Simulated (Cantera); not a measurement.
Cantera with NASA thermochemical tables; ideal gases at 1 bar, condensed phases pure. Values are per mole of reaction as written; species without (g) are pure solids or liquids, kept so even where they would boil at 1 bar.

3 B2O2(g) + 6 F(g) ⇌ 2 BF3(g) + 2 B2O3(g)

```csv
T (K),ΔH° (kJ),ΔS° (J/K),ΔG° (kJ),log10 K
875,___,___,___,___
975,-3077.3,-655.9,-2437.8,130.60
1075,-3079.0,-657.6,-2372.2,115.26
1175,-3080.6,-659.0,-2306.3,102.53
1275,-3082.0,-660.1,-2240.4,91.78
1375,___,___,___,___
```

Complete the blanks.


- 875, ΔH° (kJ): -3075.2
- 875, ΔS° (J/K): -653.6
- 875, ΔG° (kJ): -2503.3
- 875, log10 K: 149.44
- 1375, ΔH° (kJ): -3083.3
- 1375, ΔS° (J/K): -661.1
- 1375, ΔG° (kJ): -2174.3
- 1375, log10 K: 82.60
